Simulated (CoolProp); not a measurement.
Model: reference Helmholtz-energy equation of state, Span 2000, in CoolProp.

Problem. For nitrogen, give the phase and the cp (kJ/(kg K)), speed of sound (m/s), Prandtl number at 201.7 K and 849 kPa.

Solution. 
- 201.7 K and 849 kPa: gas; cp 1.08, speed of sound 288, Prandtl number 0.753

Viscosity comes from a separate model (Lemmon 2004). Thermal conductivity comes from a separate model (Lemmon 2004).
